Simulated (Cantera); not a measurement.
Feed: 1 mol Fe2O3, 2.1 mol CH4, 0.23 mol H2, held at 1800 K and 585 Torr.

Method: chemical equilibrium by Gibbs-energy minimisation in Cantera with the NASA 1993 tables (ideal gas, pure condensed phases). Candidate condensed phases: C, C6H6, C7H8, C8H18, Fe, Fe(CO)5, FeO, Fe(OH)2, Fe(OH)3, Fe2O3, Fe3O4, H2O; 114 gas species. Kinetics and transport are ignored.

Base state: H2 0.558, CO 0.304, H2O 0.121, CO2 0.0172, H 0.000303, Fe 3.78e-5 (mole fractions); condensed: Fe(δ).

Task: What changes in the equilibrium state with this change: Fe2O3 replaced by MgO?

Result: 
| species | before | after |
|---|---|---|
| H2 | 0.558 | 0.878 |
| CO | 0.304 | 0.0605 |
| Mg | 0 | 0.0598 |
| H2O | 0.121 | 1.18e-5 |
| CO2 | 0.0172 | 2.13e-7 |
| Fe | 3.78e-5 | 0 |
| MgH | 0 | 0.000671 |
| C2H2 (acetylene) | <1e-9 | 0.000154 |
| Fe(δ), mol | 2.00 | 0 |
| C(graphite), mol | 0 | 1.79 |
| MgO(s), mol | 0 | 0.696 |
The tables' values for MgH are old estimates; treat these amounts as uncertain. Further candidate phases: Mg, MgCO3, MgO, Mg(OH)2.
